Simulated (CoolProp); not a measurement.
A single-stage vapour-compression cycle with trans-2-butene: evaporating at 235.15 K (dew point), condensing at 288.15 K (bubble point), superheat 8 K, subcooling 2 K, compressor efficiency 0.75, no pressure losses. Each further row changes one setting.

Computed with CoolProp (reference Helmholtz-energy equation of state, Lemmon 2005). It is a short technical equation, of lower accuracy than the large ones.

```
case                              cooling COP  pressure ratio  discharge temperature (K)  refrigerating effect (kJ/kg)  volumetric capacity (kJ/m³)
--------------------------------  -----------  --------------  -------------------------  ----------------------------  ---------------------------
as stated                                2.81            9.78                      326.2                           339                          164
evaporating temperature 240.15 K         3.22            7.50                      322.0                           345                          214
condensing temperature 283.15 K          3.16            8.22                      319.7                           350                          170
subcooling 7 K                           2.90            9.78                      326.2                           350                          170
superheat 18 K                           2.81            9.78                      337.1                           353                          164
compressor efficiency 0.65               2.43            9.78                      336.9                           339                          164
```
